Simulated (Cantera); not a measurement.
A closed system holds: 1 mol FeS2, 0.42 mol SO2, 1.7 mol H2O, held at 1373 K and 0.120 bar.

Equilibrium computed with Cantera from the NASA thermochemical tables; the gas is ideal and each condensed phase is pure. Candidate condensed phases: Fe, FeO, Fe(OH)2, Fe(OH)3, FeS, FeSO4, FeS2, Fe2O3, Fe2(SO4)3, Fe3O4, H2O, H2SO4, S; 22 gas species. FeS: taken at fixed stoichiometry. Equilibrium is a limit: real reactors are often held back by kinetics, nucleation or transport.

Base state: H2O 0.574, SO2 0.195, S2 0.151, H2 0.0381, H2S 0.0364, S2O 0.00323, SO 0.00163, SH 0.000707 (mole fractions); condensed: FeS(s).

Problem. What changes in the equilibrium state with this change: FeS2 replaced by MgO?

Solution. 
```
species        before     after
-----------  --------  --------
H2O             0.574     0.802
SO2             0.195     0.198
H2             0.0381  0.000111
S2              0.151     <1e-9
H2S            0.0364     <1e-9
S2O           0.00323     <1e-9
SH           0.000707     <1e-9
O2              <1e-9   3.80e-5
SO3           6.63e-8   3.22e-5
FeS(s), mol     1.000         0
MgO(s), mol         0      1.00
```
Further candidate phases: Mg, MgO, Mg(OH)2, MgS, MgSO4.

Problem. What changes in the equilibrium state with this change: pressure from 0.120 bar to 6.00 bar?

Solution. 
```json
[
 {"species": "H2O", "before": "0.574", "after": "0.567"},
 {"species": "SO2", "before": "0.195", "after": "0.206"},
 {"species": "S2", "before": "0.151", "after": "0.124"},
 {"species": "H2S", "before": "0.0364", "after": "0.0807"},
 {"species": "H2", "before": "0.0381", "after": "0.0131"},
 {"species": "SO", "before": "0.00163", "after": "0.000602"},
 {"species": "S2O", "before": "0.00323", "after": "0.00766"},
 {"species": "SH", "before": "0.000707", "after": "0.000377"},
 {"species": "FeS(s), mol", "before": "1.000", "after": "1.000"}
]
```

Problem. What changes in the equilibrium state with this change: temperature from 1373 K to 900 K?

Solution. 
| species | before | after |
|---|---|---|
| H2O | 0.574 | 0.618 |
| SO2 | 0.195 | 0.209 |
| S2 | 0.151 | 0.0938 |
| H2S | 0.0364 | 0.0751 |
| H2 | 0.0381 | 0.00157 |
| SO | 0.00163 | 5.57e-6 |
| SH | 0.000707 | 3.67e-6 |
| S2O | 0.00323 | 0.00280 |
| FeS(s), mol | 1.000 | 0.747 |
| FeS2(s), mol | 0 | 0.253 |
Gases not in the tables: S3 to S7.
